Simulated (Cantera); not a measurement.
An isothermal, constant-pressure homogeneous reactor starts with NO : N₂ = 1 : 12 (molar parts), at 2200 K and 1.00 atm. Integrator tolerance rtol = 1e-08.

Cantera simulation using GRI-Mech 3.0 (53 species, 325 reactions); the numbers are that mechanism's predictions, not measurements.

Task: What does this change do: temperature 2200 to 1875 K?

Result: 
```
quantity                                             before                                    after
----------------  -----------------------------------------  ---------------------------------------
x(NO) at 20.0 s     0.00573 (gas-phase equilibrium 0.00573)   0.0153 (gas-phase equilibrium 0.00248)
x(N₂O) at 20.0 s    3.54e-7 (gas-phase equilibrium 3.54e-7)  2.41e-7 (gas-phase equilibrium 1.57e-7)
x(N₂) at 20.0 s         0.958 (gas-phase equilibrium 0.958)      0.954 (gas-phase equilibrium 0.960)
x(O) at 20.0 s    0.000508 (gas-phase equilibrium 0.000508)  4.24e-5 (gas-phase equilibrium 4.64e-5)
x(O₂) at 20.0 s       0.0353 (gas-phase equilibrium 0.0353)    0.0308 (gas-phase equilibrium 0.0372)
```
